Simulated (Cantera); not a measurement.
Cantera run:

```python
import numpy as np
import cantera as ct

gas_names = """
    F F2 H HF H2 H2F2 H3F3 H4F4 H5F5 H6F6 H7F7 Si SiF SiF2 SiF3 SiF4 SiH SiHF3 SiH2 SiH2F2 SiH3 SiH3F
    SiH4 Si2 Si3
""".split()
cond_names = """
    Si(cr) Si(L)
""".split()


# ... load() reads the species with a 1 bar reference pressure and builds the phases ...
atoms = {
    'Si': {'Si': 1},
    'HF': {'H': 1, 'F': 1},
}
top_T = {}  # K; cautious upper limits of use, not melting points


# ... equilibrate(T, P, feed) seeds the gas with the atoms and calls Mixture.equilibrate('TP', solver="vcs", rtol=1e-11, max_steps=5000) ...
results = []
T = 948.15  # K
P = 2.3  # Pa
for m in [2.2, 3.8, 5.3, 6.9, 8.5, 10, 12, 13, 15, 16]:
    feed = {'Si': 1, 'HF': m}  # mol
    mix = equilibrate(T, P, feed)
    results.append((T, P, feed, dict(zip(mix.species_names, mix.species_moles))))

top = {s: max(r[3][s] / sum(r[3][g] for g in gas_names) for r in results) for s in gas_names}
cols = sorted((s for s in top if top[s] > 0.001), key=lambda s: -top[s])[:6]
seen = [c for c in cond_names if any(r[3].get(c, 0) > 1e-12 for r in results)]
print("log10 of partial pressures in bar; condensed amounts in mol")
print(f"{'n(HF)':>10s}" + "".join(f"{s[:9]:>10s}" for s in cols + seen))
for T, P, feed, n in results:
    ng = sum(n[g] for g in gas_names)
    print(f"{feed['HF']:10.4g}" + "".join(f"{np.log10(max(n[s] / ng * P / 1e5, 1e-99)):10.3f}" for s in cols)
          + "".join(f"{n.get(c, 0):10.4g}" for c in seen))
```

Result:

```
log10 of partial pressures in bar; condensed amounts in mol
     n(HF)        HF        H2      SiF4     SiHF3      SiF3    Si(cr)
       2.2    -8.728    -4.815    -5.119    -7.262    -7.395    0.4483
       3.8    -8.728    -4.815    -5.119    -7.262    -7.395   0.04707
       5.3    -5.158    -4.971    -5.272   -11.140   -11.195         0
       6.9    -4.947    -5.108    -5.409   -11.626   -11.612         0
       8.5    -4.860    -5.212    -5.513   -11.921   -11.855         0
        10    -4.814    -5.291    -5.593   -12.125   -12.020         0
        12    -4.777    -5.379    -5.680   -12.337   -12.188         0
        13    -4.763    -5.416    -5.717   -12.426   -12.258         0
        15    -4.743    -5.483    -5.784   -12.580   -12.379         0
        16    -4.735    -5.513    -5.814   -12.648   -12.431         0
```

Equilibrium computed with Cantera from the NASA thermochemical tables; the gas is ideal and each condensed phase is pure. The tables' values for SiF3, SiF2 are old estimates; treat these amounts as uncertain.
